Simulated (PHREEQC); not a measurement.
Dissolve 0.51 mol/kgw MgSO4, 0.07 mol/kgw Na2SO4 and 1.8 mol/kgw KBr at 25 °C. Closed to the air; pH follows from the charge balance.

All values are PHREEQC results (Pitzer model, pitzer.dat), not measurements.

Task: The ionic strength comes out as 4.05 mol/kgw. What activity coefficients do HSO4-, Mg+2, MgOH+, SO4-2, K+ get?

Result: HSO4- 0.49, Mg+2 0.31, MgOH+ 0.37, SO4-2 0.021, K+ 0.56. Single-ion values are on the MacInnes scale.

Precipitation was switched off in this run.
